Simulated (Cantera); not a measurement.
A freely propagating, adiabatic, planar premixed flame of H2 : O2 : N2 = 1 : 0.217 : 0.817 (molar parts), equivalence ratio 2.3, unburnt at 373 K and 100000 Pa; mixture-averaged transport, grid criteria slope 0.08 and curve 0.16, no radiation.

Detailed kinetics in Cantera: the H2/O2 subset of GRI-Mech 3.0, which has no nitrogen chemistry. Burning velocities carry a grid error of a few per cent, more on coarse grids.

How do the results move with these cheaper or finer settings: unity-Lewis-number transport; multicomponent transport; multicomponent+Soret transport; grid criteria slope 0.5, curve 1; grid criteria slope 0.25, curve 0.5; grid criteria slope 0.03, curve 0.06?


```json
[
 {"setting": "as above", "laminar burning velocity": "393 cm/s", "thermal thickness": "0.373 mm", "peak x(O)": "0.00222", "peak x(HO2)": "0.000408", "grid points": "130"},
 {"setting": "unity-Lewis-number transport", "laminar burning velocity": "235 cm/s", "thermal thickness": "0.367 mm", "peak x(O)": "0.00145", "peak x(HO2)": "0.000281", "grid points": "104"},
 {"setting": "multicomponent transport", "laminar burning velocity": "384 cm/s", "thermal thickness": "0.378 mm", "peak x(O)": "0.00215", "peak x(HO2)": "0.000405", "grid points": "130"},
 {"setting": "multicomponent+Soret transport", "laminar burning velocity": "371 cm/s", "thermal thickness": "0.365 mm", "peak x(O)": "0.00219", "peak x(HO2)": "0.000414", "grid points": "130"},
 {"setting": "grid criteria slope 0.5, curve 1", "laminar burning velocity": "400 cm/s", "thermal thickness": "0.505 mm", "peak x(O)": "0.00161", "peak x(HO2)": "0.000338", "grid points": "40"},
 {"setting": "grid criteria slope 0.25, curve 0.5", "laminar burning velocity": "398 cm/s", "thermal thickness": "0.406 mm", "peak x(O)": "0.00213", "peak x(HO2)": "0.000394", "grid points": "61"},
 {"setting": "grid criteria slope 0.03, curve 0.06", "laminar burning velocity": "392 cm/s", "thermal thickness": "0.367 mm", "peak x(O)": "0.00226", "peak x(HO2)": "0.000413", "grid points": "297"}
]
```
Unity Lewis numbers drop preferential diffusion, which matters most where H2 and H carry the flame; Soret adds thermal diffusion.
